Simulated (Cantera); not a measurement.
**CH₃OH + H₂ (carbon deposition, reforming and gasification)**

A closed system holds: 1 mol CH₃OH, 25 mol H₂, equilibrated at 1702 °C.

Method: chemical equilibrium by Gibbs-energy minimisation in Cantera with the NASA 1993 tables (ideal gas, pure condensed phases). Candidate condensed phases: C, C₆H₆, C₇H₈, C₈H₁₈, H₂O; 110 gas species. The ideal-gas law is rough above about 30 bar. Rates play no part.

```tsv
P (Pa)	x H₂	x H	x CO	x H₂O	x CH₄
10	0.841	0.125	0.0335	5.30e-8	2.21e-10
46	0.905	0.0607	0.0346	1.61e-7	1.98e-9
220	0.937	0.0282	0.0352	4.83e-7	1.70e-8
1000	0.951	0.0133	0.0355	1.39e-6	1.30e-7
4600	0.958	0.00624	0.0356	4.10e-6	9.51e-7
22000	0.961	0.00286	0.0357	1.35e-5	6.68e-6
100000	0.963	0.00134	0.0356	4.91e-5	3.81e-5
460000	0.963	0.000626	0.0355	0.000206	0.000192
2200000	0.963	0.000286	0.0348	0.000947	0.000935
10000000	0.960	0.000134	0.0319	0.00407	0.00407
```
x: gas mole fraction; nothing condenses.

From 0.0750 Torr to 75000 Torr nothing is condensed. The main C-bearing gas is CO throughout.
